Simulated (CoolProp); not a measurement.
Model: reference Helmholtz-energy equation of state, Thol 2017, in CoolProp.

For octamethyltrisiloxane (MDM), give the phase and the Z, cp (kJ/(kg K)), speed of sound (m/s), expansivity (1/kK) at 575 K and 31.4 bar; 575 K and 40.4 bar; 575 K and 62.9 bar.


- 575 K and 31.4 bar: supercritical; Z 0.337, cp 2.56, speed of sound 187, expansivity 5.08
- 575 K and 40.4 bar: supercritical; Z 0.411, cp 2.49, speed of sound 226, expansivity 3.78
- 575 K and 62.9 bar: supercritical; Z 0.593, cp 2.41, speed of sound 296, expansivity 2.56
